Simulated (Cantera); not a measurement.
A jet of 8.55 % CH4, 8.03 % O2, 83.4 % N2 at 300 K and 2200 Pa hits a platinum plate 2 cm away at a mass flux of 0.11 kg/m²/s; the plate temperature is set and raised in steps from an oxygen-covered start.

Computed with Cantera and Deutschmann's 1995 Pt surface mechanism with GRI-Mech 3.0 gas chemistry. Catalytic surfaces can have several steady states; this one follows from the mechanism file's or the stated starting coverage.

One state of this run: wall x CH4 = 0.0295; wall x O2 = 0.0118; wall x H2O = 0.0652; wall x OH = 1.98e-8; wall x CO = 0.0574; wall x CO2 = 0.000931; θ free Pt = 0.981; θ H* = 0.000906; θ CO* = 0.00950; θ C* = 0.00819. x: mole fraction at the wall; θ: surface coverage.

Which value of plate T (K) does it belong to?
A. 1150
B. 1100
C. 1050
D. 1000

A, 1150
